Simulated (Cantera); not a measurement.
Cantera run:

```python
import numpy as np
import cantera as ct

gas_names = """
    AL ALH ALO ALOH ALO2 ALO2H AL2 AL2O AL2O2 H HALO HO2 H2 H2O H2O2 Na NaH NaO NaOH Na2 Na2O Na2O2H2 O
    OH O2 O3
""".split()
cond_names = """
    AL(cr) AL(L) AL2O3(a) AL2O3(L) H2O(s) H2O(L) Na(cr) Na(L) NaALO2(a) NaALO2(b) NaOH(a) NaOH(L)
    NaO2(s) Na2O(c) Na2O(a) Na2O(L) Na2O2(a) Na2O2(b)
""".split()


def load(file, names, dense=False):
    # The tables refer to 1 bar. Condensed volumes are neglected.
    table = {s.name: s for s in ct.Species.list_from_file(file)}
    out = []
    for n in names:
        d = dict(table[n].input_data)
        d["thermo"] = dict(d["thermo"], **{"reference-pressure": 1e5})
        if dense:
            d["equation-of-state"] = {"model": "constant-volume", "density": "1e6 g/cm^3"}
        out.append(ct.Species.from_dict(d))
    return out


gas = ct.Solution(thermo="ideal-gas", species=load("nasa_gas.yaml", gas_names))
cond = {s.name: ct.Solution(thermo="fixed-stoichiometry", species=[s], name=s.name)
        for s in load("nasa_condensed.yaml", cond_names, dense=True)}
atoms = {
    'Al2O3': {'AL': 2, 'O': 3},
    'NaOH': {'Na': 1, 'O': 1, 'H': 1},
    'O2': {'O': 2},
}
top_T = {'NaALO2(b)': 1900, 'NaO2(s)': 800, 'Na2O2(b)': 940}  # K; cautious upper limits of use, not melting points


def equilibrate(T, P, feed):
    n = {}
    for name, mol in feed.items():
        for a, k in atoms[name].items():
            n[a] = n.get(a, 0.0) + k * mol
    gas.TPX = T, P, n
    mass = sum(n.values()) * gas.mean_molecular_weight
    gas.equilibrate("TP")
    valid = [c for c in cond.values() if c.min_temp <= T <= top_T.get(c.name, c.max_temp)]
    mix = ct.Mixture([(gas, mass / gas.mean_molecular_weight)] + [(c, 0.0) for c in valid])
    mix.T, mix.P = T, P
    mix.equilibrate("TP", solver="vcs", rtol=1e-11, max_steps=5000)
    return mix


results = []
feed = {'Al2O3': 1, 'NaOH': 0.19, 'O2': 2.5}  # mol
P = 140  # Pa
for T in [2023, 2123, 2223, 2323, 2423, 2523, 2623]:
    mix = equilibrate(T, P, feed)
    results.append((T, P, feed, dict(zip(mix.species_names, mix.species_moles))))

top = {s: max(r[3][s] / sum(r[3][g] for g in gas_names) for r in results) for s in gas_names}
cols = sorted((s for s in top if top[s] > 1e-05), key=lambda s: -top[s])[:5]
seen = [c for c in cond_names if any(r[3].get(c, 0) > 1e-12 for r in results)]
print("log10 of partial pressures in bar; condensed amounts in mol")
print(f"{'T/K':>10s}" + "".join(f"{s[:9]:>10s}" for s in cols + seen))
for T, P, feed, n in results:
    ng = sum(n[g] for g in gas_names)
    print(f"{T:10.4g}" + "".join(f"{np.log10(max(n[s] / ng * P / 1e5, 1e-99)):10.3f}" for s in cols)
          + "".join(f"{n.get(c, 0):10.4g}" for c in seen))
```

It prints:

```
log10 of partial pressures in bar; condensed amounts in mol
       T/K        O2         O        Na         H       H2O  AL2O3(a)  AL2O3(L)
      2023    -2.911    -4.554    -4.045    -5.935    -4.418         1         0
      2123    -2.922    -4.249    -4.046    -5.529    -4.470         1         0
      2223    -2.941    -3.976    -4.053    -5.177    -4.557         1         0
      2323    -2.973    -3.733    -4.067    -4.882    -4.699    0.9999         0
      2423    -3.023    -3.521    -4.088    -4.651    -4.918         0    0.9997
      2523    -3.099    -3.340    -4.119    -4.489    -5.238         0    0.9987
      2623    -3.209    -3.192    -4.159    -4.394    -5.662         0    0.9939
```

Equilibrium computed with Cantera from the NASA thermochemical tables; the gas is ideal and each condensed phase is pure. The tables' values for AlOH are old estimates; treat these amounts as uncertain.
